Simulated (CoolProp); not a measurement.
Methanol along the isotherm 517.7 K: fugacity coefficient from the reference equation and from simpler models built on Tc = 513.4 K, pc = 82.16 bar, ω = 0.565; each cubic takes its own stable root.

Computed with CoolProp (reference Helmholtz-energy equation of state, de Reuck 1993).

| p (bar) | phase | reference |
|---|---|---|
| 20.5 | gas | 0.9235 |
| 41.1 | gas | 0.8427 |
| 61.6 | gas | 0.7599 |
| 82.2 | supercritical | 0.6712 |
| 103 | supercritical | 0.5657 |
| 123 | supercritical | 0.4897 |
| 144 | supercritical | 0.4322 |
| 164 | supercritical | 0.3910 |
| 185 | supercritical | 0.3573 |
| 205 | supercritical | 0.3316 |

### Question
How far does each simpler model (van der Waals, Peng-Robinson) lie from the reference over these 10 states: mean and median of the absolute difference, and the worst?

### Answer
- van der Waals: mean 9.4 %, median 8.5 %, worst +20.9 % at 517.7 K and 205 bar
- Peng-Robinson: mean 2.3 %, median 2.2 %, worst +4.8 % at 517.7 K and 205 bar
